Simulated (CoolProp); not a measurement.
Saturated liquid density (kg/m³) of R11: the reference equation beside estimates from Tc = 198.0 °C, pc = 4.408 MPa, ω = 0.189.

Computed with CoolProp (reference Helmholtz-energy equation of state, Jacobsen 1992).

| T (°C) | reference | van der Waals | Redlich-Kwong | Soave-Redlich-Kwong |
|---|---|---|---|---|
| -34.75 | 1611 | 1010 | 1499 | [?] |
| -27.15 | [?] | 1001 | 1484 | 1504 |
| -19.55 | 1578 | 991.2 | [?] | 1490 |
| -11.85 | 1561 | 981.3 | 1451 | 1475 |
| -4.25 | 1544 | 971.4 | 1434 | 1459 |
| 3.35 | 1527 | 961.2 | 1417 | 1444 |
| 10.95 | 1509 | 950.8 | 1399 | 1427 |
| 18.65 | 1491 | 940.0 | 1380 | 1410 |
| 26.25 | 1473 | [?] | 1361 | 1392 |
| 33.85 | 1455 | 917.9 | 1342 | 1374 |
| 41.45 | 1436 | 906.3 | 1322 | [?] |
| 49.15 | 1417 | 894.3 | 1300 | 1335 |

Problem. Complete the blanks.

Solution. 
- -34.75, Soave-Redlich-Kwong: 1518
- -27.15, reference: 1594
- -19.55, Redlich-Kwong: 1468
- 26.25, van der Waals: 929.1
- 41.45, Soave-Redlich-Kwong: 1355

Absolute difference from the reference over all 12 rows, mean and median: van der Waals 37.0 and 37.0 %, Redlich-Kwong 7.4 and 7.2 %, Soave-Redlich-Kwong 5.6 and 5.5 %.
